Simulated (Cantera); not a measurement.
# Adiabatic ignition

An adiabatic, constant-pressure homogeneous reactor starts with 19.0 % H2, 17.0 % O2, 64.0 % N2, equivalence ratio 0.56, at 1150 K and 1.01 bar.

Detailed kinetics in Cantera: the H2/O2 subset of GRI-Mech 3.0, which has no nitrogen chemistry.

```json
[
 {"t (s)": "4.00e-6", "T (K)": "1150", "x H2": "0.190", "x O2": "0.170", "x OH": "4.05e-10", "x H2O": "2.53e-9", "x H2O2": "5.59e-12"},
 {"t (s)": "1.02e-5", "T (K)": "1150", "x H2": "0.190", "x O2": "0.170", "x OH": "3.20e-9", "x H2O": "3.87e-8", "x H2O2": "4.84e-11"},
 {"t (s)": "2.61e-5", "T (K)": "1150", "x H2": "0.190", "x O2": "0.170", "x OH": "2.39e-7", "x H2O": "3.61e-6", "x H2O2": "2.27e-9"},
 {"t (s)": "6.66e-5", "T (K)": "1608", "x H2": "0.0246", "x O2": "0.0856", "x OH": "0.0140", "x H2O": "0.139", "x H2O2": "2.64e-6"},
 {"t (s)": "0.000170", "T (K)": "2283", "x H2": "0.00799", "x O2": "0.0780", "x OH": "0.0184", "x H2O": "0.187", "x H2O2": "2.66e-7"},
 {"t (s)": "0.000434", "T (K)": "2406", "x H2": "0.00303", "x O2": "0.0793", "x OH": "0.0126", "x H2O": "0.199", "x H2O2": "3.11e-7"},
 {"t (s)": "0.00111", "T (K)": "2413", "x H2": "0.00273", "x O2": "0.0794", "x OH": "0.0121", "x H2O": "0.200", "x H2O2": "3.30e-7"},
 {"t (s)": "0.00283", "T (K)": "2413", "x H2": "0.00273", "x O2": "0.0794", "x OH": "0.0121", "x H2O": "0.200", "x H2O2": "3.30e-7"},
 {"t (s)": "0.00722", "T (K)": "2413", "x H2": "0.00273", "x O2": "0.0794", "x OH": "0.0121", "x H2O": "0.200", "x H2O2": "3.30e-7"},
 {"t (s)": "0.0184", "T (K)": "2413", "x H2": "0.00273", "x O2": "0.0794", "x OH": "0.0121", "x H2O": "0.200", "x H2O2": "3.30e-7"},
 {"t (s)": "0.0471", "T (K)": "2413", "x H2": "0.00273", "x O2": "0.0794", "x OH": "0.0121", "x H2O": "0.200", "x H2O2": "3.30e-7"},
 {"t (s)": "0.120", "T (K)": "2413", "x H2": "0.00273", "x O2": "0.0794", "x OH": "0.0121", "x H2O": "0.200", "x H2O2": "3.30e-7"},
 {"t (s)": "0.307", "T (K)": "2413", "x H2": "0.00273", "x O2": "0.0794", "x OH": "0.0121", "x H2O": "0.200", "x H2O2": "3.30e-7"},
 {"t (s)": "0.783", "T (K)": "2413", "x H2": "0.00273", "x O2": "0.0794", "x OH": "0.0121", "x H2O": "0.200", "x H2O2": "3.30e-7"},
 {"t (s)": "2.00", "T (K)": "2413", "x H2": "0.00273", "x O2": "0.0794", "x OH": "0.0121", "x H2O": "0.200", "x H2O2": "3.30e-7"}
]
```
x: mole fraction; the columns are a selection and need not sum to one.

| Quantity | Value |
|---|---|
| time of steepest temperature rise | 62.9 µs |
| temperature at 2.00 s | 2413 K |
| equilibrium temperature | 2413 K |
| x(H2) at 2.00 s | 0.00273 (gas-phase equilibrium 0.00273) |
| x(O2) at 2.00 s | 0.0794 (gas-phase equilibrium 0.0794) |
| x(OH) at 2.00 s | 0.0121 (gas-phase equilibrium 0.0121) |
